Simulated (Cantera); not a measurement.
Cantera run:

```python
import numpy as np
import cantera as ct

gas_names = [...]  # 123 gases of nasa_gas.yaml made of C, H, O, Si
cond_names = """
    C(gr) C6H6(L) C7H8(L) C8H18(L),n-octa H2O(s) H2O(L) Si(cr) Si(L) SiC(b) SiO2(Lqz) SiO2(hqz) SiO2(L)
""".split()


# ... load() reads the species with a 1 bar reference pressure and builds the phases ...
atoms = {
    'TEOS': {'Si': 1, 'C': 8, 'H': 20, 'O': 4},
    'H2O': {'H': 2, 'O': 1},
}
top_T = {'C(gr)': 4500, 'SiC(b)': 3050}  # K; cautious upper limits of use, not melting points


# ... equilibrate(T, P, feed) seeds the gas with the atoms and calls Mixture.equilibrate('TP', solver="vcs", rtol=1e-11, max_steps=5000) ...
results = []
feed = {'TEOS': 1, 'H2O': 0.77}  # mol
T = 873  # K
P = 100000  # Pa
mix = equilibrate(T, P, feed)
results.append((T, P, feed, dict(zip(mix.species_names, mix.species_moles))))
print(gas.report(threshold=0.001))
for i in range(1, mix.n_phases):
    print(f"{mix.phase(i).name:16s} {mix.phase_moles(i):12.5e} mol")
```

Result:

```
       temperature   873 K
          pressure   1e+05 Pa
           density   0.13243 kg/m^3
  mean mol. weight   9.6124 kg/kmol
   phase of matter   gas

                          1 kg             1 kmol
                     ---------------   ---------------
          enthalpy       -4.9775e+06       -4.7845e+07  J
   internal energy       -5.7326e+06       -5.5104e+07  J
           entropy             20926        2.0115e+05  J/K
    Gibbs function       -2.3246e+07       -2.2345e+08  J
 heat capacity c_p            3990.8             38361  J/K
 heat capacity c_v            3125.8             30047  J/K

                      mass frac. Y      mole frac. X     chem. pot. / RT
                     ---------------   ---------------   ---------------
               CH4            0.2698           0.16165           -36.719
                CO           0.16538          0.056755           -43.356
               CO2            0.1674          0.036563           -85.371
                H2           0.12587           0.60014           -17.689
               H2O           0.27155           0.14489           -59.704
     [ +118 minor]        7.1987e-06        2.3003e-06

C(gr)             5.42957e+00 mol
Si(cr)            0.00000e+00 mol
SiC(b)            0.00000e+00 mol
SiO2(hqz)         1.00000e+00 mol
```

These are equilibrium values from Cantera (NASA tables, ideal gas, pure condensed phases), not measurements of a reactor. The feed counts by its element totals alone.
